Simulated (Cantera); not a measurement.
A perfectly stirred reactor is fed with C3H8 : O2 : N2 = 1 : 3.33 : 9.33 (molar parts), equivalence ratio 1.5, at 8.90 bar; it is adiabatic with a 598 K inlet, and is followed from long to short residence time, starting on the burning branch (τ in s: 0.048, 0.026, 0.014, 0.0073, 0.0039, 0.0021, 0.0011, 0.00059, 0.00032, 0.00017, 9e-05).

Detailed kinetics in Cantera: GRI-Mech 3.0 (53 species, 325 reactions). GRI-Mech 3.0 was tuned for natural gas; its chemistry of propane as a main component is partial and can be far from experiment.

x: mole fraction; the columns are a selection and need not sum to one.

```json
[
 {"τ (s)": "0.048", "T (K)": "2436", "x C3H8": "6.68e-8", "x O2": "2.52e-5", "x HCN": "1.96e-6", "x CO": "0.132", "x HCO": "3.42e-7", "x CH3": "5.13e-6"},
 {"τ (s)": "0.026", "T (K)": "2435", "x C3H8": "1.21e-7", "x O2": "3.54e-5", "x HCN": "3.51e-6", "x CO": "0.132", "x HCO": "3.62e-7", "x CH3": "9.01e-6"},
 {"τ (s)": "0.014", "T (K)": "2434", "x C3H8": "2.19e-7", "x O2": "5.31e-5", "x HCN": "6.42e-6", "x CO": "0.131", "x HCO": "3.96e-7", "x CH3": "1.56e-5"},
 {"τ (s)": "0.0073", "T (K)": "2432", "x C3H8": "4.05e-7", "x O2": "8.49e-5", "x HCN": "1.20e-5", "x CO": "0.131", "x HCO": "4.53e-7", "x CH3": "2.70e-5"},
 {"τ (s)": "0.0039", "T (K)": "2429", "x C3H8": "7.23e-7", "x O2": "0.000137", "x HCN": "2.13e-5", "x CO": "0.131", "x HCO": "5.42e-7", "x CH3": "4.47e-5"},
 {"τ (s)": "0.0021", "T (K)": "2426", "x C3H8": "(withheld)", "x O2": "(withheld)", "x HCN": "(withheld)", "x CO": "0.131", "x HCO": "(withheld)", "x CH3": "(withheld)"},
 {"τ (s)": "0.0011", "T (K)": "2422", "x C3H8": "2.29e-6", "x O2": "0.000370", "x HCN": "6.13e-5", "x CO": "0.131", "x HCO": "9.32e-7", "x CH3": "0.000118"},
 {"τ (s)": "0.00059", "T (K)": "2417", "x C3H8": "4.03e-6", "x O2": "0.000610", "x HCN": "9.77e-5", "x CO": "0.130", "x HCO": "1.33e-6", "x CH3": "0.000186"},
 {"τ (s)": "0.00032", "T (K)": "2410", "x C3H8": "7.04e-6", "x O2": "0.00101", "x HCN": "0.000148", "x CO": "0.130", "x HCO": "2.00e-6", "x CH3": "0.000289"},
 {"τ (s)": "0.00017", "T (K)": "2400", "x C3H8": "1.27e-5", "x O2": "0.00170", "x HCN": "0.000213", "x CO": "0.129", "x HCO": "3.18e-6", "x CH3": "0.000453"},
 {"τ (s)": "9.0e-5", "T (K)": "2385", "x C3H8": "(withheld)", "x O2": "(withheld)", "x HCN": "(withheld)", "x CO": "0.128", "x HCO": "(withheld)", "x CH3": "(withheld)"}
]
```

**Question.** Complete the blanks.

**Answer.** 
- 0.0021, x C3H8: 1.27e-6
- 0.0021, x O2: 0.000221
- 0.0021, x HCN: 3.64e-5
- 0.0021, x HCO: 6.85e-7
- 0.0021, x CH3: 7.23e-5
- 9.0e-5, x C3H8: 2.33e-5
- 9.0e-5, x O2: 0.00293
- 9.0e-5, x HCN: 0.000276
- 9.0e-5, x HCO: 5.22e-6
- 9.0e-5, x CH3: 0.000704
